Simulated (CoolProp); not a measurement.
Vapour-liquid equilibrium of propylene (1) + R22 (2) at 49.35 °C; x and y are mole fractions of (1).

Model: multi-fluid Helmholtz-energy mixture model, Lemmon 2013 and Kamei 1995; pair parameters Bell 2016, in CoolProp.

| x | bubble pressure (MPa) | y at the bubble point | dew pressure at overall composition x (MPa) | liquid density (mol/L) |
|---|---|---|---|---|
| 0.05 | 1.947 | 0.060 | 1.941 | 12.43 |
| 0.125 | 1.990 | 0.145 | 1.980 | 12.25 |
| 0.2 | 2.026 | 0.224 | 2.016 | 12.08 |
| 0.275 | 2.055 | 0.299 | 2.047 | 11.92 |
| 0.35 | 2.079 | 0.371 | 2.073 | 11.77 |
| 0.425 | 2.096 | 0.441 | 2.092 | 11.63 |
| 0.5 | 2.107 | 0.509 | 2.106 | 11.50 |
| 0.575 | 2.113 | 0.578 | 2.112 | 11.38 |
| 0.65 | 2.112 | 0.647 | 2.112 | 11.27 |
| 0.725 | 2.106 | 0.717 | 2.104 | 11.18 |
| 0.8 | 2.093 | 0.789 | 2.090 | 11.09 |
| 0.875 | 2.073 | 0.864 | 2.070 | 11.01 |
| 0.95 | 2.047 | 0.944 | 2.045 | 10.95 |

y crosses x between x = 0.575 and 0.65: the model has an azeotrope there.

Pair parameters are fitted to limited data, so mixtures are less certain than the pure fluids.
